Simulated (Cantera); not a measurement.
Input (Python, Cantera) and output of one run.

```python
import numpy as np
import cantera as ct

gas_names = """
    Cr CrN CrO CrO2 CrO3 H HNO HNO2 HNO3 HO2 H2 H2O H2O2 N NH NH2 NH3 NH2OH NO NO2 NO3 N2 N2H2 N2H4 N2O
    O OH O2 O3
""".split()
cond_names = """
    Cr(cr) Cr(L) CrN(s) Cr2N(s) Cr2O3(s) Cr2O3(L) H2O(s) H2O(L)
""".split()


# ... load() reads the species with a 1 bar reference pressure and builds the phases ...
atoms = {
    'Cr': {'Cr': 1},
    'H2O': {'H': 2, 'O': 1},
    'N2': {'N': 2},
}
top_T = {'CrN(s)': 1900, 'Cr2N(s)': 1900}  # K; cautious upper limits of use, not melting points


# ... equilibrate(T, P, feed) seeds the gas with the atoms and calls Mixture.equilibrate('TP', solver="vcs", rtol=1e-11, max_steps=5000) ...
results = []
feed = {'Cr': 1, 'H2O': 0.099, 'N2': 60}  # mol
P = 40  # Pa
for T in [1275, 1375, 1475, 1575, 1675, 1775, 1875, 1975]:
    mix = equilibrate(T, P, feed)
    results.append((T, P, feed, dict(zip(mix.species_names, mix.species_moles))))

top = {s: max(r[3][s] / sum(r[3][g] for g in gas_names) for r in results) for s in gas_names}
cols = sorted((s for s in top if top[s] > 0.001), key=lambda s: -top[s])[:9]
seen = [c for c in cond_names if any(r[3].get(c, 0) > 1e-12 for r in results)]
print("log10 of partial pressures in bar; condensed amounts in mol")
print(f"{'T/K':>10s}" + "".join(f"{s[:9]:>10s}" for s in cols + seen))
for T, P, feed, n in results:
    ng = sum(n[g] for g in gas_names)
    print(f"{T:10.4g}" + "".join(f"{np.log10(max(n[s] / ng * P / 1e5, 1e-99)):10.3f}" for s in cols)
          + "".join(f"{n.get(c, 0):10.4g}" for c in seen))
```

Output:

```
log10 of partial pressures in bar; condensed amounts in mol
       T/K        N2        Cr         H        H2       CrO    Cr(cr)  Cr2O3(s)
      1275    -3.399    -8.629    -9.223    -6.181   -13.038    0.9337   0.03299
      1375    -3.399    -7.472    -8.556    -6.182   -11.397     0.929   0.03298
      1475    -3.399    -6.477    -7.980    -6.185    -9.983     0.884   0.03296
      1575    -3.401    -5.613    -7.479    -6.196    -8.754    0.5653   0.03285
      1675    -3.405    -5.213    -7.046    -6.222    -7.795         0   0.03199
      1775    -3.406    -5.215    -6.677    -6.277    -7.065         0   0.02774
      1875    -3.406    -5.220    -6.384    -6.402    -6.417         0  0.009193
      1975    -3.406    -5.222    -6.156    -6.585    -6.281         0         0
```

These are equilibrium values from Cantera (NASA tables, ideal gas, pure condensed phases), not measurements of a reactor. Mutual solubility and eutectic melting of coexisting phases are not modelled.
